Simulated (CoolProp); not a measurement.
Saturated liquid density (kg/m³) of tetrahydrofuran: the reference equation beside estimates from Tc = 267.0 °C, pc = 5.304 MPa, ω = 0.234. Rackett uses Z = 0.29056 − 0.08775 ω.

Computed with CoolProp (reference Helmholtz-energy equation of state, Fiedler 2023).

| T (°C) | reference | Rackett | van der Waals | Soave-Redlich-Kwong | Peng-Robinson |
|---|---|---|---|---|---|
| 61.85 | 840.5 | 851.2 | 517.6 | 782.2 | 883.5 |
| 70.15 | 830.8 | 841.3 | 511.9 | 773.0 | 873.5 |
| 78.55 | 820.9 | 831.2 | 505.9 | 763.4 | 863.1 |
| 86.85 | 811.0 | 820.9 | 499.9 | 753.5 | 852.3 |
| 95.15 | 800.9 | 810.5 | 493.6 | 743.2 | 841.1 |
| 103.45 | 790.6 | 799.8 | 487.3 | 732.5 | 829.4 |
| 111.75 | 780.1 | 788.9 | 480.7 | 721.4 | 817.2 |
| 120.05 | 769.4 | 777.7 | 473.9 | 709.8 | 804.4 |
| 128.35 | 758.5 | 766.3 | 466.9 | 697.8 | 791.0 |
| 136.65 | 747.3 | 754.5 | 459.7 | 685.1 | 777.0 |
| 144.95 | 735.7 | 742.3 | 452.2 | 671.9 | 762.3 |
| 153.25 | 723.9 | 729.8 | 444.5 | 658.1 | 746.7 |
| 161.55 | 711.6 | 716.8 | 436.4 | 643.5 | 730.4 |

Absolute difference from the reference over all 13 rows, mean and median: Rackett 1.1 and 1.1 %, van der Waals 38.4 and 38.4 %, Soave-Redlich-Kwong 7.8 and 7.5 %, Peng-Robinson 4.4 and 4.8 %.
